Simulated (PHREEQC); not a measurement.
A solution holds 1.2 mmol/kgw Al2(SO4)3, 23 mmol/kgw CaCl2 and 16 mmol/kgw H2SO4, at 25 °C. Closed to the air; pH follows from the charge balance.

All values are PHREEQC results (ion-association model, phreeqc.dat), not measurements.

| quantity | before | after |
|---|---|---|
| pH | 1.69 | 1.73 |
| ionic strength (mol/kgw) | 0.0952 | 0.0927 |
| SO4-2 (mol/kgw) | 0.00703 | 0.00551 |
| HSO4- (mol/kgw) | 0.00673 | 0.00855 |

Task: Which change was made?
A. temperature from 25 to 50 °C
B. H2SO4 left out
C. diluted 10-fold with water
D. H2SO4 from 0.016 to 0.024 mol/kgw
E. Al2(SO4)3 left out

Result: A, temperature from 25 to 50 °C

This is a speciation only: nothing precipitates in the calculation. Constants without temperature data keep their 25 °C values here.
